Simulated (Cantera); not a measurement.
An isothermal, constant-pressure homogeneous reactor starts with 6.13 % H2, 65.2 % O2, 28.7 % N2, equivalence ratio 0.047, at 1225 K and 6.68 Torr.

Cantera simulation using the H2/O2 subset of GRI-Mech 3.0, which has no nitrogen chemistry; the numbers are that mechanism's predictions, not measurements. Radical loss at walls, strong at low pressure, is not modelled. The temperature is held fixed by assumption; the heat of reaction is taken as removed at once.

One state of this run: x H2 = 6.92e-5; x O2 = 0.639; x H2O2 = 3.78e-8; x H = 0.000105; x HO2 = 6.56e-7. x: mole fraction; the columns are a selection and need not sum to one.

Task: Which value of t (s) does it belong to?
(A) 1.00
(B) 0.000768
(C) 0.0104
(D) 0.521

Result: D, 0.521
